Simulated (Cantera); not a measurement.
Input (Python, Cantera) and output of one run.

```python
import numpy as np
import cantera as ct

gas_names = """
    H HNO HNO2 HNO3 HO2 H2 H2O H2O2 N NH NH2 NH3 NH2OH NO NO2 NO3 N2 N2H2 N2H4 N2O O OH O2 O3 Si SiH
    SiH2 SiH3 SiH4 SiN SiO SiO2 Si2 Si2N Si3
""".split()
cond_names = """
    H2O(s) H2O(L) Si(cr) Si(L) SiO2(Lqz) SiO2(hqz) SiO2(L) Si2N2O(s) Si3N4(a)
""".split()


# ... load() reads the species with a 1 bar reference pressure and builds the phases ...
atoms = {
    'SiH4': {'Si': 1, 'H': 4},
    'N2O': {'N': 2, 'O': 1},
    'N2': {'N': 2},
}
top_T = {'Si2N2O(s)': 2100, 'Si3N4(a)': 2400}  # K; cautious upper limits of use, not melting points


# ... equilibrate(T, P, feed) seeds the gas with the atoms and calls Mixture.equilibrate('TP', solver="vcs", rtol=1e-11, max_steps=5000) ...
results = []
feed = {'SiH4': 1, 'N2O': 3.6, 'N2': 8.1}  # mol
P = 9700  # Pa
for T in [525, 675, 825, 975, 1125, 1275, 1425, 1575, 1725]:
    mix = equilibrate(T, P, feed)
    results.append((T, P, feed, dict(zip(mix.species_names, mix.species_moles))))

top = {s: max(r[3][s] / sum(r[3][g] for g in gas_names) for r in results) for s in gas_names}
cols = sorted((s for s in top if top[s] > 1e-05), key=lambda s: -top[s])[:6]
seen = [c for c in cond_names if any(r[3].get(c, 0) > 1e-12 for r in results)]
print("log10 of partial pressures in bar; condensed amounts in mol")
print(f"{'T/K':>10s}" + "".join(f"{s[:9]:>10s}" for s in cols + seen))
for T, P, feed, n in results:
    ng = sum(n[g] for g in gas_names)
    print(f"{T:10.4g}" + "".join(f"{np.log10(max(n[s] / ng * P / 1e5, 1e-99)):10.3f}" for s in cols)
          + "".join(f"{n.get(c, 0):10.4g}" for c in seen))
```

Result:

```
log10 of partial pressures in bar; condensed amounts in mol
       T/K        N2       H2O        H2         H       NH3        OH SiO2(Lqz) SiO2(hqz)   SiO2(L)
       525    -1.082    -1.946    -2.550   -20.341    -5.113   -25.427         1         0         0
       675    -1.082    -1.946    -2.548   -15.480    -6.246   -19.150         1         0         0
       825    -1.082    -1.946    -2.548   -12.375    -6.994   -15.140         1         0         0
       975    -1.082    -1.946    -2.548   -10.216    -7.524   -12.355         0         1         0
      1125    -1.082    -1.946    -2.548    -8.626    -7.919   -10.307         0         1         0
      1275    -1.082    -1.946    -2.548    -7.406    -8.225    -8.739         0         1         0
      1425    -1.082    -1.946    -2.548    -6.440    -8.468    -7.498         0         1         0
      1575    -1.082    -1.946    -2.548    -5.655    -8.665    -6.493         0         1         0
      1725    -1.082    -1.946    -2.548    -5.005    -8.828    -5.662         0         0         1
```

Method: chemical equilibrium by Gibbs-energy minimisation in Cantera with the NASA 1993 tables (ideal gas, pure condensed phases). The tables hold silica as quartz up to 1696 K and as liquid above; real silica turns to tridymite and cristobalite and melts near 1996 K. Gases not in the tables: Si(OH)4.
